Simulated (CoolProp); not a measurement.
Computed with CoolProp (reference Helmholtz-energy equation of state, Span 1996).

Problem. Give the vapour pressure (MPa), vapour density (kg/m³), liquid cp (kJ/(kg K)), surface tension (mN/m) of saturated carbon dioxide at -25.05, -16.45, -12.15 °C.

Solution. 
```json
[
 {"T (°C)": "-25.05", "p (MPa)": "1.68", "vapour density (kg/m³)": "43.8", "liquid cp (kJ/(kg K))": "2.11", "surface tension (mN/m)": "9.43"},
 {"T (°C)": "-16.45", "p (MPa)": "2.19", "vapour density (kg/m³)": "58.0", "liquid cp (kJ/(kg K))": "2.21", "surface tension (mN/m)": "7.65"},
 {"T (°C)": "-12.15", "p (MPa)": "2.49", "vapour density (kg/m³)": "66.5", "liquid cp (kJ/(kg K))": "2.27", "surface tension (mN/m)": "6.79"}
]
```

Surface tension comes from a separate correlation (Mulero 2012).
